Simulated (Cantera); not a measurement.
A Cantera script and what it prints.

```python
import numpy as np
import cantera as ct

gas_names = """
    H HNO HNO2 HNO3 HO2 H2 H2O H2O2 N NH NH2 NH3 NH2OH NO NO2 NO3 N2 N2H2 N2H4 N2O O OH O2 O3 Si SiH
    SiH2 SiH3 SiH4 SiN SiO SiO2 Si2 Si2N Si3
""".split()
cond_names = """
    H2O(s) H2O(L) Si(cr) Si(L) SiO2(Lqz) SiO2(hqz) SiO2(L) Si2N2O(s) Si3N4(a)
""".split()


def load(file, names, dense=False):
    # The tables refer to 1 bar. Condensed volumes are neglected.
    table = {s.name: s for s in ct.Species.list_from_file(file)}
    out = []
    for n in names:
        d = dict(table[n].input_data)
        d["thermo"] = dict(d["thermo"], **{"reference-pressure": 1e5})
        if dense:
            d["equation-of-state"] = {"model": "constant-volume", "density": "1e6 g/cm^3"}
        out.append(ct.Species.from_dict(d))
    return out


gas = ct.Solution(thermo="ideal-gas", species=load("nasa_gas.yaml", gas_names))
cond = {s.name: ct.Solution(thermo="fixed-stoichiometry", species=[s], name=s.name)
        for s in load("nasa_condensed.yaml", cond_names, dense=True)}
atoms = {
    'Si3N4': {'Si': 3, 'N': 4},
    'H2O': {'H': 2, 'O': 1},
    'N2': {'N': 2},
    'N2O': {'N': 2, 'O': 1},
}
top_T = {'Si2N2O(s)': 2100, 'Si3N4(a)': 2400}  # K; cautious upper limits of use, not melting points


def equilibrate(T, P, feed):
    n = {}
    for name, mol in feed.items():
        for a, k in atoms[name].items():
            n[a] = n.get(a, 0.0) + k * mol
    gas.TPX = T, P, n
    mass = sum(n.values()) * gas.mean_molecular_weight
    gas.equilibrate("TP")
    valid = [c for c in cond.values() if c.min_temp <= T <= top_T.get(c.name, c.max_temp)]
    mix = ct.Mixture([(gas, mass / gas.mean_molecular_weight)] + [(c, 0.0) for c in valid])
    mix.T, mix.P = T, P
    mix.equilibrate("TP", solver="vcs", rtol=1e-11, max_steps=5000)
    return mix


results = []
feed = {'Si3N4': 1, 'H2O': 0.031, 'N2': 290, 'N2O': 0.19}  # mol
T = 1350  # K
for P in [0.1, 0.6, 3.6, 22, 130, 770, 4600, 28000, 170000, 1000000]:
    mix = equilibrate(T, P, feed)
    results.append((T, P, feed, dict(zip(mix.species_names, mix.species_moles))))
    x = sorted(zip(gas.X, gas.species_names), reverse=True)
    print(f"T = {T:g} K  P = {P:g} Pa  gas = {mix.phase_moles(0):.4g} mol")
    print("   x: " + "  ".join(f"{s} {v:.3e}" for v, s in x if v > 0.001))
    print("   condensed (mol): " + ("  ".join(f"{mix.phase(i).name} {mix.phase_moles(i):.4g}"
          for i in range(1, mix.n_phases) if mix.phase_moles(i) > 1e-12) or "none"))
```

Output:

```
T = 1350 K  P = 0.1 Pa  gas = 292.5 mol
   x: N2 9.989e-01
   condensed (mol): Si(cr) 2.72
T = 1350 K  P = 0.6 Pa  gas = 290.6 mol
   x: N2 9.991e-01
   condensed (mol): Si3N4(a) 0.9249
T = 1350 K  P = 3.6 Pa  gas = 290.4 mol
   x: N2 9.997e-01
   condensed (mol): Si2N2O(s) 0.177  Si3N4(a) 0.8673
T = 1350 K  P = 22 Pa  gas = 290.3 mol
   x: N2 9.999e-01
   condensed (mol): Si2N2O(s) 0.2171  Si3N4(a) 0.854
T = 1350 K  P = 130 Pa  gas = 290.3 mol
   x: N2 9.999e-01
   condensed (mol): Si2N2O(s) 0.2206  Si3N4(a) 0.8528
T = 1350 K  P = 770 Pa  gas = 290.3 mol
   x: N2 9.999e-01
   condensed (mol): Si2N2O(s) 0.221  Si3N4(a) 0.8527
T = 1350 K  P = 4600 Pa  gas = 290.3 mol
   x: N2 9.999e-01
   condensed (mol): Si2N2O(s) 0.221  Si3N4(a) 0.8527
T = 1350 K  P = 28000 Pa  gas = 290.3 mol
   x: N2 9.999e-01
   condensed (mol): Si2N2O(s) 0.221  Si3N4(a) 0.8527
T = 1350 K  P = 170000 Pa  gas = 290.3 mol
   x: N2 9.999e-01
   condensed (mol): Si2N2O(s) 0.221  Si3N4(a) 0.8527
T = 1350 K  P = 1e+06 Pa  gas = 290.3 mol
   x: N2 9.999e-01
   condensed (mol): Si2N2O(s) 0.221  Si3N4(a) 0.8527
```

These are equilibrium values from Cantera (NASA tables, ideal gas, pure condensed phases), not measurements of a reactor. Mutual solubility and eutectic melting of coexisting phases are not modelled.
